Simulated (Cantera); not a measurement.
A closed system holds: 1 mol Fe(CO)5, 0.78 mol O2, 19 mol H2, held at 1548.15 K and 5700 Torr.

Method: chemical equilibrium by Gibbs-energy minimisation in Cantera with the NASA 1993 tables (ideal gas, pure condensed phases). Candidate condensed phases: C, C6H6, C7H8, C8H18, Fe, Fe(CO)5, FeO, Fe(OH)2, Fe(OH)3, Fe2O3, Fe3O4, H2O; 114 gas species. Rates play no part.

Base state: H2 0.732, CO 0.202, H2O 0.0593, CO2 0.00588, CH4 0.000194 (mole fractions); condensed: Fe(γ).

### Question
What changes in the equilibrium state with this change: H2 from 19 to 12 mol?

### Answer
```csv
species,before,after
H2,0.732,0.627
CO,0.202,0.281
H2O,0.0593,0.0792
CO2,0.00588,0.0127
CH4,0.000194,0.000127
"Fe(γ), mol",1.000,1.000
```

### Question
What changes in the equilibrium state with this change: O2 from 0.78 to 0.13 mol?

### Answer
```tsv
species	before	after
H2	0.732	0.780
CO	0.202	0.207
H2O	0.0593	0.0111
CO2	0.00588	0.00105
CH4	0.000194	0.00128
Fe(γ), mol	1.000	1.000
```
